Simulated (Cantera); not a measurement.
Feed: 1 mol CHF₃, 0.53 mol H₂, equilibrated at 0.100 bar.

Equilibrium computed with Cantera from the NASA thermochemical tables; the gas is ideal and each condensed phase is pure. Candidate condensed phases: C, C₆H₆, C₇H₈, C₈H₁₈; 110 gas species. Ions and electrons are included (thermal ionisation). Rates play no part.

**Question.** Which condensed phases are stable at each of these points (T (°C)): 2727, 2977, 3227, 3477, 3727, 3977, 4227, 4477, 4727?

**Answer.** 
| T (°C) | condensed phases | C condensed (%) |
|---|---|---|
| 2727 | C(graphite) | 79.2 |
| 2977 | C(graphite) | 39.7 |
| 3227 | gas only | 0.0 |
| 3477 | gas only | 0.0 |
| 3727 | gas only | 0.0 |
| 3977 | gas only | 0.0 |
| 4227 | gas only | 0.0 |
| 4477 | gas only | 0.0 |
| 4727 | gas only | 0.0 |

From 2727 °C to 2977 °C the condensed part is C(graphite). From 3227 °C to 4727 °C nothing is condensed.
